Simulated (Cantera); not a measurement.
A closed system holds: 1 mol Si, 0.0033 mol O2, 1.2 mol H2, held at 0.00540 bar.

Equilibrium computed with Cantera from the NASA thermochemical tables; the gas is ideal and each condensed phase is pure. Candidate condensed phases: H2O, Si, SiO2; 18 gas species. Mutual solubility and eutectic melting of coexisting phases are not modelled. The tables hold silica as quartz up to 1696 K and as liquid above; real silica turns to tridymite and cristobalite and melts near 1996 K. Gases not in the tables: Si2H6 and higher silanes. Equilibrium is a limit: real reactors are often held back by kinetics, nucleation or transport.

x: gas mole fraction; n: condensed amount in mol.

```
T (K)   x H2         x H        x Si       x SiO       x SiH  n Si(s)  n SiO2(β-quartz)  n Si(l)
-----  -----  ----------  ----------  ----------  ----------  -------  ----------------  -------
923     1.00     3.33e-9      <1e-12     2.94e-9      <1e-12    0.997           0.00330        0
1073   1.000  (withheld)  (withheld)  (withheld)  (withheld)    0.997           0.00330        0
1223   1.000     4.09e-6    5.96e-10    0.000190    5.69e-10    0.997           0.00319        0
1373   0.994     4.52e-5     7.18e-8     0.00547     2.99e-8    0.993                 0        0
1523   0.994    0.000314     3.34e-6     0.00547     7.15e-7    0.993                 0        0
1673   0.993  (withheld)  (withheld)     0.00547  (withheld)    0.993                 0        0
1823   0.988     0.00586    0.000819     0.00545     6.39e-5        0                 0    0.992
1973   0.970      0.0181     0.00584     0.00539    0.000306        0                 0    0.986
```

Q: What belongs in the gaps?

A: 
- 1673, x H: 0.00154
- 1673, x Si: 7.74e-5
- 1673, x SiH: 9.58e-6
- 1073, x H: 1.91e-7
- 1073, x Si: 1.28e-12
- 1073, x SiO: 1.65e-6
- 1073, x SiH: 3.50e-12
